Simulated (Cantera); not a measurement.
A closed system holds: 1 mol Ta₂O₅, 7.9 mol C, 0.02 mol CO.

Equilibrium computed with Cantera from the NASA thermochemical tables; the gas is ideal and each condensed phase is pure. Candidate condensed phases: C, Ta, TaC, Ta₂O₅; 15 gas species. TaC: taken at fixed stoichiometry. Condensed phases not in the tables: Ta₂C. The numbers say what is thermodynamically allowed, not how fast it happens.

Stable condensed phases, one row left out:

```
T in °C \ P in Pa
              10      36     130     460    1700    6000   22000   77000  280000 1000000
   2177        A       A       A       A       A       A       A       A       A       A
   2027        A       A       A       A       A       A       A       A       A       A
   1877        A       A       A       A       A       A       A       A       A       A
   1727        A       A       A       A       A       A       A       A       A       A
   1577        A       A       A       A       A       A       A       A       A       A
   1427        A       A       A       A       A       A       A       A       A       A
   1277        A       A       A       A       A       A       A       A       A       B
   1127        A       A       A       A       A       A       A       A       B       B
    827        A       A       A       A       B       B       B       B       B       B
```

A: C + TaC; B: C + Ta₂O₅.

**Question.** Give the row for 977 °C.

**Answer.** 10: C + TaC; 36: C + TaC; 130: C + TaC; 460: C + TaC; 1700: C + TaC; 6000: C + TaC; 22000: C + Ta₂O₅; 77000: C + Ta₂O₅; 280000: C + Ta₂O₅; 1000000: C + Ta₂O₅.
